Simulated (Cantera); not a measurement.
## Equilibrium for silicon carbide growth: SiHCl3 + CH4 + H2

Feed: 1 mol SiHCl3, 1.7 mol CH4, 3 mol H2, equilibrated at 5200 Pa.

These are equilibrium values from Cantera (NASA tables, ideal gas, pure condensed phases), not measurements of a reactor. Candidate condensed phases: C, C6H6, C7H8, C8H18, Si, SiC; 109 gas species. The tables' values for SiCl, SiCl3 are old estimates; treat these amounts as uncertain. Gases not in the tables: Si2H6 and higher silanes. Equilibrium is a limit: real reactors are often held back by kinetics, nucleation or transport.

From 1775 °C to 2275 °C the condensed part is C(graphite) + SiC(s). The main Si-bearing gas is SiCl2 at 1775 °C and Si at 2275 °C. The share of Si in condensed phases is highest at 1775 °C (81.4 %) and lowest at 2275 °C (5.9 %).

```
T (°C)   x H2  x HCl      x H      x Si  x SiCl2     x Cl    x SiC2  n C(graphite)  n SiC(s)
------  -----  -----  -------  --------  -------  -------  --------  -------------  --------
1775    0.658  0.308  0.00797   9.48e-5   0.0214  0.00276   4.88e-6          0.874     0.814
1825    0.657  0.303   0.0109  0.000194   0.0232  0.00371   1.24e-5          0.888     0.796
1875    0.656  0.297   0.0148  0.000386   0.0250  0.00491   3.03e-5          0.901     0.777
1925    0.653  0.291   0.0197  0.000742   0.0267  0.00639   7.07e-5          0.915     0.755
1975    0.649  0.284   0.0259   0.00138   0.0283  0.00821  0.000159          0.929     0.730
2025    0.643  0.276   0.0337   0.00251   0.0297   0.0104  0.000345          0.947     0.698
2075    0.634  0.267   0.0431   0.00445   0.0309   0.0130  0.000722          0.969     0.653
2125    0.622  0.257   0.0545   0.00768   0.0317   0.0160   0.00147           1.00     0.588
2175    0.607  0.245   0.0680    0.0130   0.0322   0.0195   0.00289           1.05     0.488
2225    0.585  0.231   0.0836    0.0214   0.0322   0.0234   0.00553           1.13     0.326
2275    0.556  0.215    0.101    0.0347   0.0315   0.0275    0.0103           1.25    0.0586
```
x: gas mole fraction; n: condensed amount in mol.
